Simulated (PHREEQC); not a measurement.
A column of 0.1 m (40 cells, dispersivity 0.008 m, 300 s a shift, diffusion coefficient 3e-10 m²/s) holds 0.034 eq of the database's cation exchanger X per kg of pore water, first in equilibrium with 0.00064 mol BaCl2, 0.0039 mol NaCl and 1e-05 mol HCl per kg of water. It is flushed with 0.0037 mol/kgw MgCl2, 0.0035 mol/kgw CaCl2, 0.0011 mol/kgw PbCl2 and 1e-05 mol/kgw HCl, at 40 °C. Values are for the last cell. CO2 from the air is kept out. Nothing may precipitate in this run.

The series has 32 steps of pore volumes, from 0 to 6.987.

Computed with PHREEQC (ion-association model, phreeqc.dat).

Problem. After how many pore volumes does Mg at the outlet first reach half of its feed value?

Solution. By 2.3 pore volumes.

Problem. After how many pore volumes does Ca at the outlet first reach half of its feed value?

Solution. By 3.2 pore volumes.

Problem. After how many pore volumes does Pb at the outlet first reach half of its feed value?

Solution. By 3.2 pore volumes.

Away from 25 °C the constants follow the database's enthalpies or fits; those with neither stay at their 25 °C values.
